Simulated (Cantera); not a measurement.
Mixture: 4.23 % CH4, 20.1 % O2, 75.7 % N2, at 13500 Torr, adiabatic and at constant volume. Ignition delay is the time to a rise of 400 K.

Computed with Cantera and GRI-Mech 3.0 (53 species, 325 reactions). The pressure lies above the range GRI-Mech 3.0 was tuned for (to about 10 atm).

### Question
Predict: delay at 1100 K; delay at 1200 K; delay at 1300 K; delay at 1400 K; delay at 1500 K; apparent activation energy between 1400 and 1500 K.

### Answer
| Item | Value |
|---|---|
| delay at 1100 K | 7.19 ms |
| delay at 1200 K | 1.81 ms |
| delay at 1300 K | 0.562 ms |
| delay at 1400 K | 0.201 ms |
| delay at 1500 K | 80.6 µs |
| apparent activation energy between 1400 and 1500 K | 160 kJ/mol |
